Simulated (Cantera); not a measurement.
**SiCl4 + N2 (silicon epitaxy and polysilicon growth)**

Feed: 1 mol SiCl4, 10 mol N2, equilibrated at 13.3 mbar.

Method: chemical equilibrium by Gibbs-energy minimisation in Cantera with the NASA 1993 tables (ideal gas, pure condensed phases). Candidate condensed phases: Si, Si3N4; 13 gas species. The tables' values for SiCl3 are old estimates; treat these amounts as uncertain. Equilibrium is a limit: real reactors are often held back by kinetics, nucleation or transport.

From 875 K to 1475 K nothing is condensed. The main Si-bearing gas is SiCl4 throughout.

| T (K) | x N2 | x SiCl4 | x Cl | x SiCl3 | x SiCl2 | x Cl2 |
|---|---|---|---|---|---|---|
| 875 | 0.909 | 0.0909 | 3.73e-8 | 5.48e-8 | 1.91e-12 | 8.75e-9 |
| 925 | 0.909 | 0.0909 | 1.69e-7 | 2.26e-7 | 2.22e-11 | 2.84e-8 |
| 975 | 0.909 | 0.0909 | 6.49e-7 | 8.09e-7 | 2.04e-10 | 8.01e-8 |
| 1025 | 0.909 | 0.0909 | 2.17e-6 | 2.57e-6 | 1.52e-9 | 2.01e-7 |
| 1075 | 0.909 | 0.0909 | 6.48e-6 | 7.39e-6 | 9.50e-9 | 4.60e-7 |
| 1125 | 0.909 | 0.0909 | 1.75e-5 | 1.93e-5 | 5.06e-8 | 9.70e-7 |
| 1175 | 0.909 | 0.0909 | 4.33e-5 | 4.67e-5 | 2.34e-7 | 1.91e-6 |
| 1225 | 0.909 | 0.0908 | 9.96e-5 | 0.000105 | 9.56e-7 | 3.55e-6 |
| 1275 | 0.909 | 0.0907 | 0.000215 | 0.000220 | 3.48e-6 | 6.29e-6 |
| 1325 | 0.909 | 0.0904 | 0.000437 | 0.000436 | 1.14e-5 | 1.07e-5 |
| 1375 | 0.908 | 0.0900 | 0.000849 | 0.000817 | 3.40e-5 | 1.76e-5 |
| 1425 | 0.908 | 0.0892 | 0.00158 | 0.00145 | 9.28e-5 | 2.82e-5 |
| 1475 | 0.906 | 0.0880 | 0.00283 | 0.00245 | 0.000233 | 4.41e-5 |
x: gas mole fraction; nothing condenses.
